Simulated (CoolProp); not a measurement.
Vapour-liquid equilibrium of acetone (1) + benzene (2) at 311.7 K; x and y are mole fractions of (1).

Model: multi-fluid Helmholtz-energy mixture model, Lemmon 2006 and Thol 2012; pair parameters Bell 2016, in CoolProp.

| x | bubble pressure, mixture model (MPa) | bubble pressure, Raoult's law (MPa) | y, mixture model | y, Raoult's law |
|---|---|---|---|---|
| 0.05 | 0.02575 | 0.02450 | 0.150 | 0.109 |
| 0.125 | 0.02938 | 0.02679 | 0.307 | 0.250 |
| 0.2 | 0.03250 | 0.02908 | 0.420 | 0.368 |
| 0.275 | 0.03525 | 0.03137 | 0.506 | 0.469 |
| 0.35 | 0.03770 | 0.03366 | 0.577 | 0.556 |
| 0.425 | 0.03994 | 0.03595 | 0.637 | 0.633 |
| 0.5 | 0.04200 | 0.03824 | 0.691 | 0.700 |
| 0.575 | 0.04394 | 0.04053 | 0.741 | 0.759 |
| 0.65 | 0.04577 | 0.04281 | 0.788 | 0.812 |
| 0.725 | 0.04753 | 0.04510 | 0.833 | 0.860 |
| 0.8 | 0.04922 | 0.04739 | 0.878 | 0.903 |
| 0.875 | 0.05087 | 0.04968 | 0.923 | 0.942 |
| 0.95 | 0.05246 | 0.05197 | 0.969 | 0.978 |

The largest gap from Raoult's law is +12.4 % in bubble pressure, at x = 0.275. No azeotrope shows between x = 0.05 and 0.95.

Pair parameters are fitted to limited data, so mixtures are less certain than the pure fluids.
